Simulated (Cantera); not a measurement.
What does this Cantera script print?

```python
import numpy as np
import cantera as ct

gas = ct.Solution("gri30.yaml")
gas.TPX = 1200, 101325, {'N2O': 1, 'N2': 0.076}
inlet = ct.Reservoir(gas, clone=True)

reactor = ct.IdealGasConstPressureReactor(gas, energy="off", clone=False)
exhaust = ct.Reservoir(gas, clone=True)
tau = [0.34, 0.21, 0.13, 0.085, 0.054, 0.034, 0.021, 0.014, 0.0085, 0.0054][0]
for a, b in ((inlet, reactor), (reactor, exhaust)):
    ct.MassFlowController(a, b, mdot=lambda t: reactor.mass / tau)
net = ct.ReactorNet([reactor])
show = ['N2O', 'NO', 'O', 'N2', 'NO2']

rows = []
print(f"{'tau/s':>10s}{'T/K':>9s}" + "".join(f"{s:>11s}" for s in show))
for tau in [0.34, 0.21, 0.13, 0.085, 0.054, 0.034, 0.021, 0.014, 0.0085, 0.0054]:
    net.initial_time = 0.0
    net.advance(30 * tau)
    before = gas.X
    net.advance(40 * tau)
    drift = np.max(np.abs(gas.X - before) / (gas.X + 1e-9))
    rows.append([gas.T, *gas[show].X, drift])
    print(f"{tau:10.3e}{gas.T:9.1f}" + "".join(f"{x:11.3e}" for x in gas[show].X))
```

Output:

```
     tau/s      T/K        N2O         NO          O         N2        NO2
 3.400e-01   1200.0  7.266e-01  1.364e-02  1.558e-06  1.973e-01  1.484e-04
 2.100e-01   1200.0  7.907e-01  9.506e-03  1.615e-06  1.572e-01  1.010e-04
 1.300e-01   1200.0  8.374e-01  6.386e-03  1.655e-06  1.280e-01  6.543e-05
 8.500e-02   1200.0  8.667e-01  4.386e-03  1.679e-06  1.097e-01  4.284e-05
 5.400e-02   1200.0  8.884e-01  2.887e-03  1.696e-06  9.619e-02  2.618e-05
 3.400e-02   1200.0  9.030e-01  1.862e-03  1.707e-06  8.704e-02  1.514e-05
 2.100e-02   1200.0  9.129e-01  1.169e-03  1.714e-06  8.090e-02  8.106e-06
 1.400e-02   1200.0  9.183e-01  7.861e-04  1.717e-06  7.752e-02  4.573e-06
 8.500e-03   1200.0  9.226e-01  4.809e-04  1.720e-06  7.484e-02  2.130e-06
 5.400e-03   1200.0  9.251e-01  3.068e-04  1.721e-06  7.331e-02  1.007e-06
```

Detailed kinetics in Cantera: GRI-Mech 3.0 (53 species, 325 reactions). GRI-Mech 3.0 was tuned for natural gas; its chemistry of N2O as a main component is partial and can be far from experiment. The mechanism lacks the step 2 NO + O2 → 2 NO2, which can matter for NO2 below about 1400 K. The temperature is held fixed by assumption; the heat of reaction is taken as removed at once.
